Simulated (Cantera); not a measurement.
Charge: 1 mol Ti(OiPr)4, 1.9 mol CH4, 52 mol H2, at 1.00 bar.

These are equilibrium values from Cantera (NASA tables, ideal gas, pure condensed phases), not measurements of a reactor. Candidate condensed phases: C, C6H6, C7H8, C8H18, H2O, Ti, TiC, TiO, TiO2, Ti2O3, Ti3O5, Ti4O7; 113 gas species. The feed counts by its element totals alone. TiC: taken at fixed stoichiometry. Kinetics and transport are ignored.

### Question
At 1250 °C, list the 6 most abundant gas species with their mole fractions, and the condensed phases.

### Answer
H2 0.944, CO 0.0542, CH4 0.00205, H2O 7.46e-5, H 2.25e-5, C2H2 (acetylene) 1.11e-5. Condensed: C(graphite) + TiC(s).
